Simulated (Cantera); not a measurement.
# Carbothermic reduction: Fe₂O₃ + C + H₂

Feed: 1 mol Fe₂O₃, 7.4 mol C, 0.47 mol H₂, held at 1.00 bar.

These are equilibrium values from Cantera (NASA tables, ideal gas, pure condensed phases), not measurements of a reactor. Candidate condensed phases: C, C₆H₆, C₇H₈, C₈H₁₈, Fe, Fe(CO)₅, FeO, Fe(OH)₂, Fe(OH)₃, Fe₂O₃, Fe₃O₄, H₂O; 114 gas species. Iron dissolves carbon and melts from about 1420 K in contact with it, which pure phases cannot show. Condensed phases not in the tables: cementite and carbon dissolved in iron. Rates play no part.

```json
[
 {"T (K)": "1775", "x CO": "0.864", "x H₂": "0.135", "x Fe": "2.04e-5", "x H": "0.000106", "x C₂H₂ (acetylene)": "1.93e-5", "x CO₂": "6.49e-5", "x H₂O": "3.78e-5", "n C(graphite)": "4.40", "n Fe(δ)": "2.00", "n Fe(l)": "0"},
 {"T (K)": "1875", "x CO": "0.864", "x H₂": "0.135", "x Fe": "8.11e-5", "x H": "0.000241", "x C₂H₂ (acetylene)": "4.28e-5", "x CO₂": "3.63e-5", "x H₂O": "2.33e-5", "n C(graphite)": "4.40", "n Fe(δ)": "0", "n Fe(l)": "2.00"},
 {"T (K)": "1975", "x CO": "0.864", "x H₂": "0.135", "x Fe": "0.000274", "x H": "0.000503", "x C₂H₂ (acetylene)": "8.77e-5", "x CO₂": "2.15e-5", "x H₂O": "1.51e-5", "n C(graphite)": "4.40", "n Fe(δ)": "0", "n Fe(l)": "2.00"},
 {"T (K)": "2075", "x CO": "0.863", "x H₂": "0.135", "x Fe": "0.000820", "x H": "0.000977", "x C₂H₂ (acetylene)": "0.000167", "x CO₂": "1.35e-5", "x H₂O": "1.02e-5", "n C(graphite)": "4.40", "n Fe(δ)": "0", "n Fe(l)": "2.00"},
 {"T (K)": "2175", "x CO": "0.862", "x H₂": "0.134", "x Fe": "0.00220", "x H": "0.00179", "x C₂H₂ (acetylene)": "0.000299", "x CO₂": "8.85e-6", "x H₂O": "7.14e-6", "n C(graphite)": "4.40", "n Fe(δ)": "0", "n Fe(l)": "1.99"},
 {"T (K)": "2275", "x CO": "0.859", "x H₂": "0.132", "x Fe": "0.00539", "x H": "0.00309", "x C₂H₂ (acetylene)": "0.000504", "x CO₂": "6.01e-6", "x H₂O": "5.12e-6", "n C(graphite)": "4.40", "n Fe(δ)": "0", "n Fe(l)": "1.98"},
 {"T (K)": "2375", "x CO": "0.852", "x H₂": "0.130", "x Fe": "0.0122", "x H": "0.00509", "x C₂H₂ (acetylene)": "0.000808", "x CO₂": "4.19e-6", "x H₂O": "3.74e-6", "n C(graphite)": "4.39", "n Fe(δ)": "0", "n Fe(l)": "1.96"},
 {"T (K)": "2475", "x CO": "0.839", "x H₂": "0.126", "x Fe": "0.0256", "x H": "0.00799", "x C₂H₂ (acetylene)": "0.00123", "x CO₂": "2.97e-6", "x H₂O": "2.74e-6", "n C(graphite)": "4.39", "n Fe(δ)": "0", "n Fe(l)": "1.91"}
]
```
x: gas mole fraction; n: condensed amount in mol.

At 1775 K the condensed part is C(graphite) + Fe(δ). From 1875 K to 2475 K the condensed part is C(graphite) + Fe(l). The main Fe-bearing gas is Fe throughout.
